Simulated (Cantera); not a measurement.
SiH2Cl2 + C2H2 + H2 (silicon carbide growth)

Input: 1 mol SiH2Cl2, 0.26 mol C2H2, 160 mol H2, equilibrated at 1098 K and 750 Torr.

Cantera equilibrium calculation (NASA polynomials, part measured and part estimated; ideal gas, pure solids and liquids). Candidate condensed phases: C, C6H6, C7H8, C8H18, Si, SiC; 109 gas species. Mutual solubility and eutectic melting of coexisting phases are not modelled. The tables' values for SiCl3 are old estimates; treat these amounts as uncertain. Rates play no part.

* **x(H2)**: 0.991
* **x(HCl)**: 0.00667
* **x(SiHCl3)**: 0.000991
* **x(SiCl4)**: 0.000458
* **x(SiH2Cl2)**: 0.000256
* **x(SiCl2)**: 9.10e-5
* **x(SiCl3)**: 5.44e-5
* **x(CH4)**: 3.07e-5
* **x(SiH3Cl)**: 1.76e-5
* **n(Si(s))**: 0.182 mol
* **n(SiC(s))**: 0.515 mol
* **gas amount**: 162.0 mol
* **log10 activity of C(graphite) (absent)**: -3.07
